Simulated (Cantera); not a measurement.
Cantera run, input and output.

```python
import numpy as np
import cantera as ct

surf = ct.Interface("ptcombust.yaml", "Pt_surf")
gas = surf.adjacent["gas"]
gas.TPX = 300, 4300, {'H2': 0.012, 'O2': 0.19, 'N2': 0.79}
jet = ct.ImpingingJet(gas=gas, width=0.078, surface=surf)
jet.inlet.mdot, jet.inlet.T, jet.inlet.X = 0.094, 300, {'H2': 0.012, 'O2': 0.19, 'N2': 0.79}
jet.set_refine_criteria(ratio=10, slope=0.2, curve=0.3)
show, cover = ['H2', 'O2', 'H2O', 'OH'], ["PT(S)", "H(S)", "O(S)", "OH(S)", "CO(S)", "C(S)"]

rows = []
print(f"{'Ts/K':>7s}" + "".join(f"{s:>11s}" for s in show + cover) + "   (gas at the wall, coverages)")
for i, Ts in enumerate([600, 650, 700, 750, 800, 850, 900]):
    jet.surface.T = Ts
    if i == 0:
        surf.TP = Ts, 4300
        surf.coverages = "PT(S):0.5, O(S):0.5"
        surf.advance_coverages(1.0)
        jet.set_initial_guess(products="inlet")
    jet.solve(loglevel=0, auto=(i == 0))
    rows.append([*(jet.X[gas.species_index(s), -1] for s in show), *surf[cover].coverages])
    print(f"{Ts:7g}" + "".join(f"{x:11.3e}" for x in rows[-1]))
```

Result:

```
   Ts/K         H2         O2        H2O         OH      PT(S)       H(S)       O(S)      OH(S)      CO(S)       C(S)   (gas at the wall, coverages)
    600  3.420e-03  1.822e-01  1.696e-02  1.394e-12  3.097e-02  3.704e-10  9.669e-01  2.090e-03 -4.984e-23  2.544e-27
    650  3.337e-03  1.822e-01  1.701e-02  1.774e-11  3.344e-02  5.213e-10  9.651e-01  1.424e-03  6.828e-18  7.348e-29
    700  2.946e-03  1.818e-01  1.765e-02  1.506e-10  4.116e-02  9.820e-10  9.577e-01  1.104e-03  1.574e-21  1.847e-28
    750  2.183e-03  1.810e-01  1.901e-02  8.877e-10  6.244e-02  2.707e-09  9.366e-01  1.003e-03  3.343e-19  8.642e-31
    800  1.499e-03  1.803e-01  2.021e-02  3.923e-09  1.003e-01  8.340e-09  8.987e-01  9.606e-04  1.176e-21  8.130e-30
    850  1.066e-03  1.799e-01  2.093e-02  1.414e-08  1.517e-01  2.297e-08  8.474e-01  9.036e-04  1.866e-19  2.400e-30
    900  8.069e-04  1.797e-01  2.131e-02  4.360e-08  2.118e-01  5.443e-08  7.874e-01  8.274e-04  4.784e-21  5.299e-28
```

Computed with Cantera and Deutschmann's 1995 Pt surface mechanism with GRI-Mech 3.0 gas chemistry. Catalytic surfaces can have several steady states; this one follows from the mechanism file's or the stated starting coverage.
